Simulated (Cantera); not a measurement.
A closed system holds: 1 mol Al₂O₃, 1.9 mol Li₂O, 0.36 mol O₂, equilibrated at 2423.15 K and 10.0 mbar.

Cantera equilibrium calculation (NASA polynomials, part measured and part estimated; ideal gas, pure solids and liquids). Candidate condensed phases: Al, Al₂O₃, Li, LiAlO₂, Li₂O; 14 gas species. Condensed phases not in the tables: alloys, solid solutions and most ternary compounds. The numbers say what is thermodynamically allowed, not how fast it happens.

Base state: Li 0.596, O₂ 0.266, Li₂O 0.0599, O 0.0505, LiO 0.0272, Li₂O₂ 0.000307, Li₂ 1.96e-5 (mole fractions); condensed: LiAlO₂(l).

### Question
What changes in the equilibrium state with this change: pressure from 10.0 mbar to 51.0 mbar?

### Answer
```json
[
 {"species": "Li", "before": "0.596", "after": "0.380"},
 {"species": "Li₂O", "before": "0.0599", "after": "0.283"},
 {"species": "O₂", "before": "0.266", "after": "0.271"},
 {"species": "O", "before": "0.0505", "after": "0.0226"},
 {"species": "LiO", "before": "0.0272", "after": "0.0395"},
 {"species": "Li₂O₂", "before": "0.000307", "after": "0.00331"},
 {"species": "Li₂", "before": "1.96e-5", "after": "4.06e-5"},
 {"species": "LiAlO₂(l), mol", "before": "2.00", "after": "2.00"}
]
```
